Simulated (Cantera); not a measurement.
Charge: 1 mol PbO, 1.3 mol CO, 86 mol H2, held at 0.000430 bar.

Equilibrium computed with Cantera from the NASA thermochemical tables; the gas is ideal and each condensed phase is pure. Candidate condensed phases: C, C6H6, C7H8, C8H18, H2O, Pb, PbO, PbO2, Pb3O4; 113 gas species. Equilibrium is a limit: real reactors are often held back by kinetics, nucleation or transport. All values below are at 1023 K.

Base state: H2 0.963, CO 0.0145, Pb 0.0113, H2O 0.0111, CO2 0.000219 (mole fractions); condensed: gas only.

Problem. What changes in the equilibrium state with this change: pressure from 0.000430 bar to 3.40 bar?

Solution. 
```json
[
 {"species": "H2", "before": "0.963", "after": "0.959"},
 {"species": "H2O", "before": "0.0111", "after": "0.0253"},
 {"species": "CH4", "before": "4.43e-9", "after": "0.0136"},
 {"species": "CO", "before": "0.0145", "after": "0.00164"},
 {"species": "Pb", "before": "0.0113", "after": "7.84e-6"},
 {"species": "CO2", "before": "0.000219", "after": "5.66e-5"},
 {"species": "Pb(l), mol", "before": "0", "after": "0.999"}
]
```

Problem. What changes in the equilibrium state with this change: PbO replaced by Fe(CO)5?

Solution. 
```
species       before    after
----------  --------  -------
H2             0.963    0.932
CO            0.0145   0.0682
CH4          4.43e-9  1.52e-5
Pb            0.0113        0
H2O           0.0111  1.38e-5
CO2         0.000219  1.32e-6
Fe(α), mol         0     1.00
```
Further candidate phases: Fe, Fe(CO)5, FeO, Fe(OH)2, Fe(OH)3, Fe2O3, Fe3O4.
